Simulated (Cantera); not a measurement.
Feed: 1 mol TEOS, 0.92 mol N₂O, held at 427 °C and 4.40 mbar.

Cantera equilibrium calculation (NASA polynomials, part measured and part estimated; ideal gas, pure solids and liquids). Candidate condensed phases: C, C₆H₆, C₇H₈, C₈H₁₈, H₂O, Si, SiC, SiO₂, Si₂N₂O, Si₃N₄; 151 gas species. The feed counts by its element totals alone. The numbers say what is thermodynamically allowed, not how fast it happens.

Base state: H₂ 0.717, N₂ 0.0765, H₂O 0.0756, CO 0.0560, CO₂ 0.0556, CH₄ 0.0192 (mole fractions); condensed: C(graphite) + SiO₂(α-quartz).

**Question.** What changes in the equilibrium state with this change: N₂O from 0.92 to 9.5 mol?

**Answer.** 
| species | before | after |
|---|---|---|
| N₂ | 0.0765 | 0.371 |
| H₂ | 0.717 | 0.326 |
| CO₂ | 0.0556 | 0.150 |
| CH₄ | 0.0192 | 0.00398 |
| CO | 0.0560 | 0.0920 |
| H₂O | 0.0756 | 0.0565 |
| C(graphite), mol | 6.43 | 1.69 |
| SiO₂(α-quartz), mol | 1.00 | 1.00 |
